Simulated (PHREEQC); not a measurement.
Dissolve 0.0031 mol/kgw SrCl2, 3.1e-06 mol/kgw CO2 and 0.29 mol/kgw KCl at 25 °C. Closed to the air; pH follows from the charge balance.

Model: ion-association model, wateq4f.dat, run in PHREEQC.

No solid was allowed to form.

Q: Estimate the pH, activity of water.

A: pH 6.01; activity of water 0.990.

Q: In which forms is C present?

A: CO2 60 %, HCO3- 40 %, SrHCO3+ 0.5 % of the C.

Species that the database lacks are ignored.
